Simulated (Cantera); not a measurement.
**MgO + NF₃ + H₂ + HF (oxide etching and cleaning by halides)**

Feed: 1 mol MgO, 7.6 mol NF₃, 46 mol H₂, 17 mol HF, equilibrated at 0.190 bar.

Equilibrium computed with Cantera from the NASA thermochemical tables; the gas is ideal and each condensed phase is pure. Candidate condensed phases: H₂O, Mg, MgF₂, MgO, Mg(OH)₂; 50 gas species. Equilibrium is a limit: real reactors are often held back by kinetics, nucleation or transport.

| T (°C) | log p HF | log p H₂ | log p N₂ | log p H₂O | log p MgF₂ | log p H | log p MgF | n MgF₂(s) | n MgF₂(l) |
|---|---|---|---|---|---|---|---|---|---|
| 877 | -1.03 | -1.07 | -2.03 | -2.61 | -8.24 | -7.66 | <-12 | 1.000 | 0 |
| 977 | -1.03 | -1.07 | -2.03 | -2.61 | -6.86 | -6.85 | -11.75 | 1.000 | 0 |
| 1077 | -1.03 | -1.07 | -2.03 | -2.61 | -5.70 | -6.16 | -9.93 | 0.999 | 0 |
| 1177 | -1.03 | -1.07 | -2.03 | -2.61 | -4.70 | -5.56 | -8.36 | 0.992 | 0 |
| 1277 | -1.03 | -1.07 | -2.03 | -2.61 | -3.86 | -5.04 | -7.02 | 0 | 0.944 |
| 1377 | -1.03 | -1.07 | -2.03 | -2.61 | -3.23 | -4.58 | -5.96 | 0 | 0.759 |
| 1477 | -1.04 | -1.07 | -2.03 | -2.61 | -2.68 | -4.17 | -5.02 | 0 | 0.133 |
| 1577 | -1.04 | -1.08 | -2.03 | -2.61 | -2.62 | -3.81 | -4.62 | 0 | 0 |
log p: log10 of the partial pressure in bar; n: condensed amount in mol.

From 877 °C to 1177 °C the condensed part is MgF₂(s). From 1277 °C to 1477 °C the condensed part is MgF₂(l). At 1577 °C nothing is condensed. The main Mg-bearing gas is MgF₂ throughout.
